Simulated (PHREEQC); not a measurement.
A solution holds 0.089 mol/kgw CdSO4, 0.004 mol/kgw HBF4 and 0.0015 mol/kgw NaCl, at 25 °C. Closed to the air; pH follows from the charge balance.

The numbers come from PHREEQC with the ion-association model, phreeqc.dat.

This is a speciation only: nothing precipitates in the calculation.

Task: Order these B species by the share of B that they hold, largest first: BF3OH-, BF4-, H3BO3, BF2(OH)2-.

Result: BF4- (63 %), H3BO3 (26 %), BF3OH- (7.5 %), BF2(OH)2- (3.3 %)

Task: Order these S species by the share of S that they hold, largest first: SO4-2, HSO4-, Cd(SO4)2-2, CdSO4.

Result: CdSO4 (39 %), SO4-2 (33 %), Cd(SO4)2-2 (25 %), HSO4- (2.6 %)

The pH is 2.71 and the ionic strength 0.172 mol/kgw. Real BF4- forms and hydrolyses slowly; the run takes it at equilibrium.
